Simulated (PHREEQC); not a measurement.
0.068 g of hydrous ferric oxide (600 m²/g; 0.2 weak and 0.005 strong sites per Fe, Dzombak-Morel constants, diffuse double layer) in 1 kg of water with 0.3 mol/kgw of an inert sodium salt and 0.00076 mmol/kgw CaCl2, at 25 °C; the pH is set by adding NaOH or the inert anion's acid. O2 is buffered at 0.21 atm. No CO2 enters from the air. No solid was allowed to form.

The series has 13 steps of pH, from 4 to 12.

All values are PHREEQC results (ion-association model, wateq4f.dat), not measurements.

Task: Near which pH is half of the Ca sorbed, and on which side is more sorbed?

Result: Near pH 8.9, with more sorbed at higher pH.

Species that the database lacks are ignored.
